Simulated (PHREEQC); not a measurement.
## Spent oxide etchant

Consider water at 25 °C with 3.2 mmol/kgw NH4HF2, 41 mmol/kgw (NH4)2SiF6, 10 mmol/kgw H3PO4 and 7.3 mmol/kgw H2SO4. Closed to the air; pH follows from the charge balance.

The numbers come from PHREEQC with the ion-association model, phreeqc.dat.

```json
{
  "pH": "1.94",
  "ionic_strength": "0.143 mol/kgw",
  "density": "1.002 g/cm³",
  "total_alkalinity": "-192 meq/kg"
}
```

| species | molality | activity | log γ |
|---|---|---|---|
| NH4+ | 0.0839 | 0.0598 | -0.147 |
| SiF6-2 | 0.0409 | 0.0137 | -0.476 |
| H+ | 0.0142 | 0.0115 | -0.091 |
| HF | 0.00660 | 0.00683 | 0.014 |
| H3PO4 | 0.00557 | 0.00575 | 0.014 |
| H2PO4- | 0.00443 | 0.00340 | -0.115 |
| SO4-2 | 0.00402 | 0.00133 | -0.482 |
| HSO4- | 0.00194 | 0.00148 | -0.118 |
| NH4SO4- | 0.00134 | 0.00102 | -0.118 |
| F- | 0.000539 | 0.000396 | -0.134 |
| H4SiO4 | 0.000129 | 0.000133 | 0.014 |
| HF2- | 1.36e-5 | 1.04e-5 | -0.118 |

This is a speciation only: nothing precipitates in the calculation. Examples of supersaturated solids here: Quartz (slow to form). Others may be too. Complexes and solids missing from the database can't appear. SiF6-2 is the database's only silicon fluoride.
